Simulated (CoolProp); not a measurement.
The fluid at 298.15 K and 3.45 MPa flows at 0.054 m/s in a round tube of 2 mm bore and 1.5 µm roughness, fully developed (64/Re and Nu = 3.66 if laminar; Colebrook and Gnielinski if turbulent). The same conditions are run with several fluids, on thermodynamics alone (safety and materials aside).

Model: reference Helmholtz-energy equation of state of each fluid (sulfur hexafluoride: Guder 2009; c-C4F8 (RC318): Platzer 1990; CH2F2 (R32): Tillner-Roth 1997; R236EA: Rui 2013; n-nonane: Lemmon 2006), in CoolProp. The equations of Platzer and Polt are older, rougher fits.

```csv
fluid,Reynolds number,Darcy friction factor,pressure drop (Pa/m),heat-transfer coefficient (W/(m² K)),mass flow (kg/h)
sulfur hexafluoride,…,0.0543,…,101,0.845
c-C4F8 (RC318),418,0.153,170,123,…
CH2F2 (R32),908,…,49.9,249,0.594
R236EA,…,0.168,176,149,0.879
n-nonane,…,0.561,…,234,0.438
```

Question: Fill in the missing entries.

Answer: 
- sulfur hexafluoride, Reynolds number: 1180
- sulfur hexafluoride, pressure drop (Pa/m): 54.8
- c-C4F8 (RC318), mass flow (kg/h): 0.928
- CH2F2 (R32), Darcy friction factor: 0.0705
- R236EA, Reynolds number: 382
- n-nonane, Reynolds number: 114
- n-nonane, pressure drop (Pa/m): 293

Transport values come from each fluid's own correlations; those of c-C4F8 (RC318), CH2F2 (R32), R236EA are estimates that may be off by 10 % or more.
